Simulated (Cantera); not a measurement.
Thermodynamics of silicon epitaxy and polysilicon growth, feed SiH₂Cl₂ + HCl + H₂

Input: 1 mol SiH₂Cl₂, 0.049 mol HCl, 170 mol H₂, at 1430 Torr.

Equilibrium computed with Cantera from the NASA thermochemical tables; the gas is ideal and each condensed phase is pure. Candidate condensed phases: Si; 19 gas species. The tables' values for SiCl₃ are old estimates; treat these amounts as uncertain. Gases not in the tables: Si₂H₆ and higher silanes. Equilibrium is a limit: real reactors are often held back by kinetics, nucleation or transport.

```json
[
 {"T (°C)": "602", "x H₂": "0.996", "x HCl": "0.000945", "x SiHCl₃": "0.00213", "x SiCl₄": "0.000923", "n Si(s)": "0.395"},
 {"T (°C)": "702", "x H₂": "0.994", "x HCl": "0.00246", "x SiHCl₃": "0.00180", "x SiCl₄": "0.000778", "n Si(s)": "0.473"},
 {"T (°C)": "802", "x H₂": "0.993", "x HCl": "0.00498", "x SiHCl₃": "0.00129", "x SiCl₄": "0.000521", "n Si(s)": "0.604"},
 {"T (°C)": "902", "x H₂": "0.991", "x HCl": "0.00793", "x SiHCl₃": "0.000686", "x SiCl₄": "0.000233", "n Si(s)": "0.758"},
 {"T (°C)": "1002", "x H₂": "0.989", "x HCl": "0.00996", "x SiHCl₃": "0.000247", "x SiCl₄": "6.17e-5", "n Si(s)": "0.866"},
 {"T (°C)": "1102", "x H₂": "0.989", "x HCl": "0.0107", "x SiHCl₃": "7.26e-5", "x SiCl₄": "1.24e-5", "n Si(s)": "0.908"},
 {"T (°C)": "1202", "x H₂": "0.989", "x HCl": "0.0109", "x SiHCl₃": "2.20e-5", "x SiCl₄": "2.58e-6", "n Si(s)": "0.920"},
 {"T (°C)": "1302", "x H₂": "0.989", "x HCl": "0.0110", "x SiHCl₃": "7.48e-6", "x SiCl₄": "6.23e-7", "n Si(s)": "0.921"},
 {"T (°C)": "1402", "x H₂": "0.988", "x HCl": "0.0110", "x SiHCl₃": "2.87e-6", "x SiCl₄": "1.76e-7", "n Si(s)": "0.918"}
]
```
x: gas mole fraction; n: condensed amount in mol.

From 602 °C to 1402 °C the condensed part is Si(s). The main Si-bearing gas is SiHCl₃ at 602 °C and SiCl₂ at 1402 °C. The share of Si in condensed phases is highest at 1302 °C (92.1 %) and lowest at 602 °C (39.5 %).
